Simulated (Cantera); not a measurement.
Feed: 1 mol C₂F₆, 0.23 mol H₂, held at 3048.15 K and 670 Pa.

Equilibrium computed with Cantera from the NASA thermochemical tables; the gas is ideal and each condensed phase is pure. Candidate condensed phases: C, C₆H₆, C₇H₈, C₈H₁₈; 95 gas species. The feed counts by its element totals alone. Equilibrium is a limit: real reactors are often held back by kinetics, nucleation or transport.

Base state: F 0.747, CF 0.0873, HF 0.0686, C₃ 0.0593, CF₂ 0.0164, C 0.0109, C₂ 0.00664, H 0.00308 (mole fractions); condensed: gas only.

Problem. What changes in the equilibrium state with this change: temperature from 3048.15 K to 1975 K?

Solution. 
```
species            before     after
----------------  -------  --------
CF₄               2.09e-7     0.640
HF                 0.0686     0.232
CF₂                0.0164    0.0883
F                   0.747    0.0339
C₃                 0.0593   2.22e-9
C                  0.0109   2.63e-9
CF                 0.0873  0.000139
C₂                0.00664     <1e-9
C₅                0.00105     <1e-9
C(graphite), mol        0     0.541
```
Gases not in the tables: C₂F₆ and larger saturated fluorocarbons.

Problem. What changes in the equilibrium state with this change: pressure from 670 Pa to 100000 Pa?

Solution. 
```csv
species,before,after
CF₂,0.0164,0.440
F,0.747,0.359
HF,0.0686,0.120
C₃,0.0593,0.000187
CF₄,2.09e-7,0.0290
CF₃,9.73e-6,0.0188
C,0.0109,5.66e-5
CF,0.0873,0.0326
C₂F₄,<1e-9,3.71e-5
C₅,0.00105,2.00e-6
C₄,0.000210,5.14e-7
C₂,0.00664,2.69e-5
```
The tables' values for C₂F₄ are old estimates; treat these amounts as uncertain. Gases not in the tables: C₂F₆ and larger saturated fluorocarbons.
